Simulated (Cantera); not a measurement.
A closed system holds: 1 mol Si₂H₆, 4 mol HCl, 16 mol H₂, 0.051 mol Cl₂, held at 1023.15 K and 7.50 Torr.

These are equilibrium values from Cantera (NASA tables, ideal gas, pure condensed phases), not measurements of a reactor. Candidate condensed phases: Si; 19 gas species. The feed counts by its element totals alone. The tables' values for SiCl₃ are old estimates; treat these amounts as uncertain. Equilibrium is a limit: real reactors are often held back by kinetics, nucleation or transport.

Base state: H₂ 0.926, HCl 0.0330, SiCl₄ 0.0301, SiHCl₃ 0.00715, SiCl₂ 0.00210, SiCl₃ 0.00173, SiH₂Cl₂ 0.000188 (mole fractions); condensed: Si(s).

### Question
What changes in the equilibrium state with this change: temperature from 1023.15 K to 1725 K?

### Answer
| species | before | after |
|---|---|---|
| H₂ | 0.926 | 0.860 |
| HCl | 0.0330 | 0.0986 |
| SiCl₂ | 0.00210 | 0.0390 |
| SiCl₄ | 0.0301 | 4.18e-6 |
| SiCl | <1e-9 | 0.000149 |
| Cl | 1.32e-9 | 0.000153 |
| Si | <1e-9 | 0.000102 |
| H | 4.00e-8 | 0.00172 |
| Si(s), mol | 1.08 | 0 |
| Si(l), mol | 0 | 1.09 |
The tables' values for SiCl₃, SiCl are old estimates; treat these amounts as uncertain. Gases not in the tables: Si₂H₆ and higher silanes.
